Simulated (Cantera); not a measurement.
Cantera run, input and output.

```python
import numpy as np
import cantera as ct

gas = ct.Solution("gri30.yaml")
gas.TPX = 1300, 2666, {'N2O': 1, 'H2O': 0.0098}
reactor = ct.IdealGasConstPressureReactor(gas, energy="off", clone=False)
net = ct.ReactorNet([reactor])
net.rtol, net.atol = 1e-08, 1e-18
show = ['N2O', 'H2O', 'N2', 'HO2', 'H2', 'O2']
times = np.geomspace(0.0002, 2, 12)

steps = ct.SolutionArray(gas, extra=["t"])
rows = []
print(f"{'t/s':>10s}{'T/K':>9s}{'P/Pa':>11s}" + "".join(f"{s:>11s}" for s in show))
for t in times:
    while net.time < t:
        t_next = net.step()
        steps.append(gas.state, t=t_next)
    rows.append([np.interp(t, steps.t, y) for y in (steps.T, steps.P, *steps(*show).X.T)])
    print(f"{t:10.3e}{rows[-1][0]:9.1f}{rows[-1][1]:11.4g}" + "".join(f"{x:11.3e}" for x in rows[-1][2:]))
rate = np.gradient(steps.T, steps.t)
print("integrator steps:", len(steps.t))
if steps.T.max() > steps.T[0] + 200:
    print(f"time of steepest temperature rise: {steps.t[rate.argmax()]:.4e} s")
gas.TPX = 1300, 2666, {'N2O': 1, 'H2O': 0.0098}
gas.equilibrate("TP")
print(f"equilibrium (TP): T = {gas.T:.1f} K  " + "  ".join(f"{s} {gas[s].X[0]:.3e}" for s in show))
```

Result:

```
       t/s      T/K       P/Pa        N2O        H2O         N2        HO2         H2         O2
 2.000e-04   1300.0       2666  9.903e-01  9.705e-03  1.331e-05  1.074e-09  1.291e-13  3.515e-06
 4.620e-04   1300.0       2666  9.902e-01  9.704e-03  3.540e-05  9.631e-09  2.546e-12  1.276e-05
 1.067e-03   1300.0       2666  9.901e-01  9.704e-03  8.965e-05  6.908e-08  3.601e-11  3.731e-05
 2.466e-03   1300.0       2666  9.899e-01  9.702e-03  2.160e-04  3.929e-07  4.012e-10  9.488e-05
 5.696e-03   1300.0       2666  9.895e-01  9.699e-03  5.087e-04  1.710e-06  3.279e-09  2.280e-04
 1.316e-02   1300.0       2666  9.884e-01  9.692e-03  1.187e-03  4.448e-06  1.569e-08  5.366e-04
 3.040e-02   1300.0       2666  9.858e-01  9.681e-03  2.762e-03  5.086e-06  4.433e-08  1.254e-03
 7.022e-02   1300.0       2666  9.800e-01  9.661e-03  6.399e-03  3.736e-06  7.574e-08  2.907e-03
 1.622e-01   1300.0       2666  9.667e-01  9.617e-03  1.469e-02  2.504e-06  7.535e-08  6.686e-03
 3.748e-01   1300.0       2666  9.371e-01  9.520e-03  3.321e-02  1.526e-06  5.160e-08  1.519e-02
 8.658e-01   1300.0       2666  8.732e-01  9.312e-03  7.302e-02  8.029e-07  4.093e-08  3.360e-02
 2.000e+00   1300.0       2666  7.463e-01  8.900e-03  1.522e-01  3.629e-07  3.874e-08  7.031e-02
integrator steps: 901
equilibrium (TP): T = 1300.0 K  N2O 4.544e-09  H2O 6.487e-03  N2 6.621e-01  HO2 5.421e-09  H2 6.034e-09  O2 3.309e-01
```

Cantera simulation using GRI-Mech 3.0 (53 species, 325 reactions); the numbers are that mechanism's predictions, not measurements. GRI-Mech 3.0 was tuned for natural gas; its chemistry of N2O as a main component is partial and can be far from experiment. Radical loss at walls, strong at low pressure, is not modelled. The mechanism lacks the step 2 NO + O2 → 2 NO2, which can matter for NO2 below about 1400 K. The temperature is held fixed by assumption; the heat of reaction is taken as removed at once.
